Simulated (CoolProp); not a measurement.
R123 at 298.15 K and 2.47 MPa flows at 3.4 m/s in a round tube of 20 mm bore and 45 µm roughness, fully developed (64/Re and Nu = 3.66 if laminar; Colebrook and Gnielinski if turbulent). Each further row changes one setting.

Model: reference Helmholtz-energy equation of state, Younglove 1994, in CoolProp. It is a modified Benedict-Webb-Rubin equation, recast in Helmholtz form.

```json
[
 {"case": "as stated", "Reynolds number": "232000", "Darcy friction factor": "0.0249", "pressure drop (Pa/m)": "10600", "heat-transfer coefficient (W/(m² K))": "6190", "mass flow (kg/h)": "5660"},
 {"case": "velocity 6.8 m/s", "Reynolds number": "464000", "Darcy friction factor": "0.0245", "pressure drop (Pa/m)": "41700", "heat-transfer coefficient (W/(m² K))": "12300", "mass flow (kg/h)": "11300"},
 {"case": "diameter 40 mm", "Reynolds number": "464000", "Darcy friction factor": "0.0208", "pressure drop (Pa/m)": "4420", "heat-transfer coefficient (W/(m² K))": "5470", "mass flow (kg/h)": "22600"}
]
```

Viscosity comes from a separate model (Tanaka 1996). Thermal conductivity comes from a separate model (Laesecke 1996).
